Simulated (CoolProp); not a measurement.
Vapour-liquid equilibrium of fluoroethane (R161) (1) + R1234yf (2) at 40.75 °C; x and y are mole fractions of (1).

Computed with CoolProp (multi-fluid Helmholtz-energy mixture model, Wu 2012 and Lemmon 2022; pair parameters Bell 2016).

Q: Give the bubble pressure and the first vapour's composition at x = 0.425, 0.65, 0.8. Is there an azeotrope?

A: x = 0.425: 12.13 bar, y = 0.482; x = 0.65: 12.92 bar, y = 0.693; x = 0.8: 13.38 bar, y = 0.826. No azeotrope shows between x = 0.05 and 0.95.

The pair parameters rest on a limited set of measurements; away from them the model extrapolates.
